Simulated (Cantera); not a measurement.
Input: 1 mol SiH4, 0.12 mol HCl, 16 mol H2, equilibrated at 1525 K and 77.0 mbar.

Method: chemical equilibrium by Gibbs-energy minimisation in Cantera with the NASA 1993 tables (ideal gas, pure condensed phases). Candidate condensed phases: Si; 19 gas species. Kinetics and transport are ignored.

Base state: H2 0.993, HCl 0.00635, SiCl2 0.000133, H 8.50e-5 (mole fractions); condensed: Si(s).

**Question.** What changes in the equilibrium state with this change: temperature from 1525 K to 2400 K?

**Answer.** 
```json
[
 {"species": "H2", "before": "0.993", "after": "0.907"},
 {"species": "H", "before": "8.50e-5", "after": "0.0546"},
 {"species": "Si", "before": "2.45e-7", "after": "0.0283"},
 {"species": "Si2", "before": "<1e-9", "after": "0.000647"},
 {"species": "Si3", "before": "<1e-9", "after": "0.000116"},
 {"species": "SiH", "before": "1.97e-7", "after": "0.00231"},
 {"species": "SiCl", "before": "2.57e-7", "after": "0.000275"},
 {"species": "Si(s), mol", "before": "0.998", "after": "0"},
 {"species": "Si(l), mol", "before": "0", "after": "0.362"}
]
```
The tables' values for SiCl are old estimates; treat these amounts as uncertain. Gases not in the tables: Si2H6 and higher silanes.
